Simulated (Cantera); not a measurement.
## Silicon etching in halogen gases: Si + HBr + N2 + Br2

Input: 1 mol Si, 22 mol HBr, 4.3 mol N2, 1.8 mol Br2, held at 1523 K.

Method: chemical equilibrium by Gibbs-energy minimisation in Cantera with the NASA 1993 tables (ideal gas, pure condensed phases). Candidate condensed phases: Br2, Si, Si3N4; 28 gas species. The tables' values for SiBr3, SiBr are old estimates; treat these amounts as uncertain. Equilibrium is a limit: real reactors are often held back by kinetics, nucleation or transport.

| P (Pa) | x HBr | x Br | x H2 | x N2 | x SiBr4 | x SiBr2 | x SiBr3 |
|---|---|---|---|---|---|---|---|
| 1 | 0.258 | 0.409 | 0.180 | 0.121 | 4.07e-7 | 0.0279 | 2.55e-5 |
| 10 | 0.443 | 0.279 | 0.115 | 0.132 | 2.06e-5 | 0.0304 | 0.000189 |
| 100 | 0.601 | 0.167 | 0.0588 | 0.140 | 0.000747 | 0.0308 | 0.00115 |
| 1000 | 0.700 | 0.0861 | 0.0300 | 0.149 | 0.0121 | 0.0188 | 0.00361 |
| 10000 | 0.752 | 0.0346 | 0.0214 | 0.155 | 0.0308 | 0.00295 | 0.00228 |
| 100000 | 0.776 | 0.0135 | 0.0150 | 0.158 | 0.0357 | 0.000225 | 0.000678 |
x: gas mole fraction; nothing condenses.

From 1.00e-5 bar to 1.00 bar nothing is condensed. The main Si-bearing gas is SiBr2 at 1.00e-5 bar and SiBr4 at 1.00 bar.
